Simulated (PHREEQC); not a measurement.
0.083 g of hydrous ferric oxide (600 m²/g; 0.2 weak and 0.005 strong sites per Fe, Dzombak-Morel constants, diffuse double layer) in 1 kg of water with 0.3 mol/kgw of an inert sodium salt and 2.7e-07 mol/kgw Na2HAsO4, at 25 °C; the pH is set by adding NaOH or the inert anion's acid. Oxygen alone is held at its pressure in air (log pO2 = -0.68). CO2 from the air is kept out. Precipitation was switched off in this run.

The series has 13 steps of pH, from 4 to 12.

Equilibrium calculation in PHREEQC: ion-association model, wateq4f.dat.

Q: Near which pH is half of the As sorbed, and on which side is more sorbed?

A: Near pH 10.6, with more sorbed at lower pH.

Complexes and solids missing from the database can't appear.
